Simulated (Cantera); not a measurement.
**Thermodynamics of abatement and gas-phase synthesis, feed HI + H2**

A closed system holds: 1 mol HI, 4.7 mol H2, equilibrated at 2823 K.

Cantera equilibrium calculation (NASA polynomials, part measured and part estimated; ideal gas, pure solids and liquids). Candidate condensed phases: I2; 5 gas species. The ideal-gas law is rough above about 30 bar. The numbers say what is thermodynamically allowed, not how fast it happens.

| P (Pa) | x H | x H2 | x I | x HI | x I2 |
|---|---|---|---|---|---|
| 10 | 0.901 | 0.0103 | 0.0886 | 1.19e-5 | 1.44e-9 |
| 52 | 0.859 | 0.0488 | 0.0919 | 6.13e-5 | 8.07e-9 |
| 280 | 0.714 | 0.182 | 0.103 | 0.000309 | 5.49e-8 |
| 1400 | 0.475 | 0.402 | 0.122 | 0.00121 | 3.82e-7 |
| 7600 | 0.251 | 0.608 | 0.137 | 0.00391 | 2.64e-6 |
| 40000 | 0.120 | 0.728 | 0.142 | 0.0102 | 1.49e-5 |
| 210000 | 0.0543 | 0.787 | 0.136 | 0.0231 | 7.08e-5 |
| 1100000 | 0.0241 | 0.813 | 0.116 | 0.0461 | 0.000274 |
| 5700000 | 0.0107 | 0.823 | 0.0867 | 0.0786 | 0.000786 |
| 30000000 | 0.00465 | 0.827 | 0.0542 | 0.113 | 0.00161 |
x: gas mole fraction; nothing condenses.

From 10.0 Pa to 300 bar nothing is condensed.
